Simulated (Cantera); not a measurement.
An isothermal, constant-pressure homogeneous reactor starts with 3.85 % C2H6, 96.2 % N2, at 1000 K and 750 Torr.

Computed with Cantera and GRI-Mech 3.0 (53 species, 325 reactions). GRI-Mech 3.0 stops at C3 and has no aromatics, soot or wall deposition, so with more carbon than oxygen in the feed, carbon stays in small species such as C2H2 where larger ones or solid carbon would form.

x: mole fraction; the columns are a selection and need not sum to one.

```csv
t (s),x C2H6,x H2,x C2H2,x C2H,x H,x CH4
2.00e-6,0.0385,<1e-12,<1e-12,<1e-12,<1e-12,<1e-12
1.12e-5,0.0385,<1e-12,<1e-12,<1e-12,<1e-12,1.12e-11
6.26e-5,0.0385,5.23e-11,<1e-12,<1e-12,4.07e-12,3.37e-10
0.000350,0.0385,7.84e-9,<1e-12,<1e-12,1.05e-10,8.49e-9
0.00196,0.0385,7.03e-7,<1e-12,<1e-12,1.41e-9,1.15e-7
0.0110,0.0384,2.92e-5,9.66e-10,<1e-12,8.86e-9,9.01e-7
0.0613,0.0378,0.000584,3.91e-7,<1e-12,2.21e-8,1.31e-5
0.343,___,___,___,<1e-12,2.30e-8,___
1.92,0.0195,0.0179,0.000199,<1e-12,2.29e-8,0.000521
10.7,0.00426,0.0324,0.000892,<1e-12,1.40e-8,0.00146
60.0,0.00273,0.0328,0.00173,<1e-12,1.08e-8,0.00332
```

### Question
Fill in the missing entries.

### Answer

- 0.343, x C2H6: 0.0341
- 0.343, x H2: 0.00413
- 0.343, x C2H2: 1.55e-5
- 0.343, x CH4: 0.000100
